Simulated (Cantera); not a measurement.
A perfectly stirred reactor is fed with C2H6 : N2 = 1 : 44 (molar parts), at 1.20 bar; it is held at 1300 K, and followed from long to short residence time.

Detailed kinetics in Cantera: GRI-Mech 3.0 (53 species, 325 reactions). GRI-Mech 3.0 stops at C3 and has no aromatics, soot or wall deposition, so with more carbon than oxygen in the feed, carbon stays in small species such as C2H2 where larger ones or solid carbon would form.

**Question.** What does this change do: N2 44 to 25 parts?

**Answer.** 
| quantity | before | after |
|---|---|---|
| x(C2H6) at τ = 11.0 s | 4.77e-5 | 8.00e-5 |
| x(CH2) at τ = 11.0 s | 3.80e-11 | 3.61e-11 |
| x(H2) at τ = 11.0 s | 0.0309 | 0.0495 |
| x(C2H2) at τ = 11.0 s | 0.0161 | 0.0254 |
| x(C2H4) at τ = 11.0 s | 0.00200 | 0.00478 |
| x(C2H6) at τ = 70.0 ms | 0.00128 | 0.00201 |
| x(CH2) at τ = 70.0 ms | 1.03e-9 | 8.75e-10 |
| x(H2) at τ = 70.0 ms | 0.0278 | 0.0456 |
| x(C2H2) at τ = 70.0 ms | 0.0113 | 0.0180 |
| x(C2H4) at τ = 70.0 ms | 0.00705 | 0.0130 |

**Question.** What does this change do: temperature 1300 to 1125 K?

**Answer.** 
```
quantity                  before     after
----------------------  --------  --------
x(C2H6) at τ = 11.0 s    4.77e-5  0.000585
x(CH2) at τ = 11.0 s    3.80e-11  1.02e-12
x(H2) at τ = 11.0 s       0.0309    0.0244
x(C2H2) at τ = 11.0 s     0.0161   0.00727
x(C2H4) at τ = 11.0 s    0.00200    0.0118
x(C2H6) at τ = 70.0 ms   0.00128    0.0127
x(CH2) at τ = 70.0 ms    1.03e-9  1.60e-11
x(H2) at τ = 70.0 ms      0.0278   0.00913
x(C2H2) at τ = 70.0 ms    0.0113  0.000505
x(C2H4) at τ = 70.0 ms   0.00705   0.00842
```
